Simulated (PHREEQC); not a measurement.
18 g of hydrous ferric oxide (600 m²/g; 0.2 weak and 0.005 strong sites per Fe, Dzombak-Morel constants, diffuse double layer) in 1 kg of water with 0.01 mol/kgw of an inert sodium salt and 0.012 mol/kgw ZnCl2, 1.4e-05 mol/kgw NaH2PO4 and 0.0032 mol/kgw Na2HAsO4, at 25 °C; the pH is set by adding NaOH or the inert anion's acid. Oxygen is held at 0.21 atm. CO2 from the air is kept out. No solid was allowed to form.

Computed with PHREEQC (ion-association model, wateq4f.dat).

Problem. Predict P sorbed (%), surface charge σ (C/m²), surface potential ψ (mV) at pH = 8, 9, 9.5, 10.5.

Solution. 
```json
[
 {"pH": "8", "P sorbed (%)": "100.0", "surface charge σ (C/m²)": "0.006", "surface potential ψ (mV)": "14"},
 {"pH": "9", "P sorbed (%)": "99.4", "surface charge σ (C/m²)": "-0.016", "surface potential ψ (mV)": "-35"},
 {"pH": "9.5", "P sorbed (%)": "96.2", "surface charge σ (C/m²)": "-0.031", "surface potential ψ (mV)": "-58"},
 {"pH": "10.5", "P sorbed (%)": "43.8", "surface charge σ (C/m²)": "-0.077", "surface potential ψ (mV)": "-99"}
]
```

Complexes and solids missing from the database can't appear. H3PO4, which wateq4f.dat lacks, is added to it with the constant of phreeqc.dat. The database has no phosphate complexes of Zn. The database has no arsenate complexes of Zn. The oxide is taken as insoluble; below pH 4 it would dissolve.
